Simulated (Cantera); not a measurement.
What does this Cantera script print?

```python
import numpy as np
import cantera as ct

gas = ct.Solution("gri30.yaml")
gas.TPX = 700, 12000, {'CH4': 1, 'C2H6': 0.039, 'O2': 2.23, 'N2': 8.37}
flame = ct.FreeFlame(gas, width=0.18)
flame.set_refine_criteria(ratio=3, slope=0.08, curve=0.16)
flame.transport_model = "mixture-averaged"
flame.solve(loglevel=0, auto=True)
z, T = flame.grid, flame.T
thick = (T[-1] - T[0]) / np.gradient(T, z).max()
show = ['CH4', 'C2H6', 'O2', 'HO2', 'NO2', 'H2O2']
print(f"laminar burning velocity  {flame.velocity[0] * 100:.3f} cm/s")
print(f"burnt temperature         {T[-1]:.1f} K")
print(f"thermal thickness         {thick * 1e3:.4f} mm")
print(f"grid points               {len(z)}")
z0 = z[flame.heat_release_rate.argmax()]
print(f"{'z/mm':>9s}{'T/K':>9s}{'u/(m/s)':>9s}" + "".join(f"{s:>11s}" for s in show))
rows = []
for k in (-3, -2, -1.5, -1, -0.5, -0.25, 0, 0.25, 0.5, 1, 2, 4, 8):
    zz = z0 + k * thick
    rows.append([k * thick, np.interp(zz, z, T), np.interp(zz, z, flame.velocity),
                 *(np.interp(zz, z, flame.X[gas.species_index(s)]) for s in show)])
    print(f"{rows[-1][0] * 1e3:9.3f}{rows[-1][1]:9.1f}{rows[-1][2]:9.3f}" + "".join(f"{x:11.3e}" for x in rows[-1][3:]))
```

Output:

```
laminar burning velocity  245.204 cm/s
burnt temperature         2317.5 K
thermal thickness         2.0489 mm
grid points               152
     z/mm      T/K  u/(m/s)        CH4       C2H6         O2        HO2        NO2       H2O2
   -6.147    700.1    2.454  8.584e-02  3.348e-03  1.914e-01  1.189e-06  2.648e-12  7.368e-09
   -4.098    701.0    2.462  8.559e-02  3.341e-03  1.910e-01  8.345e-06  3.673e-11  7.542e-08
   -3.073    705.4    2.483  8.506e-02  3.331e-03  1.903e-01  1.896e-05  1.549e-10  2.249e-07
   -2.049    740.6    2.623  8.229e-02  3.330e-03  1.872e-01  2.921e-05  5.233e-10  5.783e-07
   -1.024   1014.5    3.654  6.326e-02  3.170e-03  1.644e-01  5.807e-05  1.342e-09  1.840e-06
   -0.512   1373.3    5.018  3.657e-02  1.478e-03  1.277e-01  1.623e-04  2.900e-09  2.952e-06
    0.000   1733.6    6.411  1.053e-02  1.095e-04  8.209e-02  1.329e-04  2.156e-09  9.411e-07
    0.512   1894.1    7.033  1.262e-03  8.659e-07  5.225e-02  2.233e-05  5.349e-10  1.745e-07
    1.024   1928.1    7.155  8.200e-05  1.771e-09  3.968e-02  2.663e-06  2.803e-10  6.088e-08
    2.049   1946.6    7.196  3.531e-07  4.255e-14  3.290e-02  1.253e-06  3.048e-10  5.448e-08
    4.098   1965.8    7.241  5.694e-11  3.840e-20  3.031e-02  1.145e-06  3.478e-10  5.104e-08
    8.196   1990.4    7.315  1.171e-15  4.845e-26  2.924e-02  1.077e-06  4.616e-10  4.659e-08
   16.391   2028.7    7.434  7.590e-18  3.423e-30  2.824e-02  9.992e-07  7.549e-10  4.065e-08
```

Cantera simulation using GRI-Mech 3.0 (53 species, 325 reactions); the numbers are that mechanism's predictions, not measurements. Burning velocities carry a grid error of a few per cent, more on coarse grids.
